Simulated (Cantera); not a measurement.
**SiO2 + Cl2 + H2 (oxide etching and cleaning by halides)**

Input: 1 mol SiO2, 8.3 mol Cl2, 26 mol H2, at 0.000930 bar.

These are equilibrium values from Cantera (NASA tables, ideal gas, pure condensed phases), not measurements of a reactor. Candidate condensed phases: H2O, Si, SiO2; 30 gas species. The tables hold silica as quartz up to 1696 K and as liquid above; real silica turns to tridymite and cristobalite and melts near 1996 K. Rates play no part.

From 623 K to 823 K the condensed part is SiO2(α-quartz). From 923 K to 1623 K the condensed part is SiO2(β-quartz). At 1723 K the condensed part is SiO2(condensed). At 1823 K nothing is condensed. The main Si-bearing gas is SiCl4 at 623 K and SiO at 1823 K.

```json
[
 {"T (K)": "623", "x H2": "0.516", "x HCl": "0.484", "x SiO": "<1e-12", "x H2O": "3.27e-7", "n SiO2(α-quartz)": "1.000", "n SiO2(β-quartz)": "0", "n SiO2(condensed)": "0"},
 {"T (K)": "723", "x H2": "0.516", "x HCl": "0.484", "x SiO": "<1e-12", "x H2O": "1.05e-6", "n SiO2(α-quartz)": "1.000", "n SiO2(β-quartz)": "0", "n SiO2(condensed)": "0"},
 {"T (K)": "823", "x H2": "0.516", "x HCl": "0.484", "x SiO": "<1e-12", "x H2O": "2.54e-6", "n SiO2(α-quartz)": "1.000", "n SiO2(β-quartz)": "0", "n SiO2(condensed)": "0"},
 {"T (K)": "923", "x H2": "0.516", "x HCl": "0.484", "x SiO": "<1e-12", "x H2O": "5.01e-6", "n SiO2(α-quartz)": "0", "n SiO2(β-quartz)": "1.000", "n SiO2(condensed)": "0"},
 {"T (K)": "1023", "x H2": "0.516", "x HCl": "0.484", "x SiO": "1.44e-10", "x H2O": "8.67e-6", "n SiO2(α-quartz)": "0", "n SiO2(β-quartz)": "1.000", "n SiO2(condensed)": "0"},
 {"T (K)": "1123", "x H2": "0.516", "x HCl": "0.484", "x SiO": "2.86e-8", "x H2O": "1.39e-5", "n SiO2(α-quartz)": "0", "n SiO2(β-quartz)": "1.000", "n SiO2(condensed)": "0"},
 {"T (K)": "1223", "x H2": "0.516", "x HCl": "0.484", "x SiO": "1.97e-6", "x H2O": "2.46e-5", "n SiO2(α-quartz)": "0", "n SiO2(β-quartz)": "1.000", "n SiO2(condensed)": "0"},
 {"T (K)": "1323", "x H2": "0.516", "x HCl": "0.484", "x SiO": "4.07e-5", "x H2O": "6.89e-5", "n SiO2(α-quartz)": "0", "n SiO2(β-quartz)": "0.998", "n SiO2(condensed)": "0"},
 {"T (K)": "1423", "x H2": "0.515", "x HCl": "0.484", "x SiO": "0.000293", "x H2O": "0.000309", "n SiO2(α-quartz)": "0", "n SiO2(β-quartz)": "0.990", "n SiO2(condensed)": "0"},
 {"T (K)": "1523", "x H2": "0.514", "x HCl": "0.483", "x SiO": "0.00135", "x H2O": "0.00135", "n SiO2(α-quartz)": "0", "n SiO2(β-quartz)": "0.954", "n SiO2(condensed)": "0"},
 {"T (K)": "1623", "x H2": "0.508", "x HCl": "0.480", "x SiO": "0.00498", "x H2O": "0.00499", "n SiO2(α-quartz)": "0", "n SiO2(β-quartz)": "0.828", "n SiO2(condensed)": "0"},
 {"T (K)": "1723", "x H2": "0.490", "x HCl": "0.472", "x SiO": "0.0155", "x H2O": "0.0155", "n SiO2(α-quartz)": "0", "n SiO2(β-quartz)": "0", "n SiO2(condensed)": "0.458"},
 {"T (K)": "1823", "x H2": "0.468", "x HCl": "0.459", "x SiO": "0.0281", "x H2O": "0.0280", "n SiO2(α-quartz)": "0", "n SiO2(β-quartz)": "0", "n SiO2(condensed)": "0"}
]
```
x: gas mole fraction; n: condensed amount in mol.
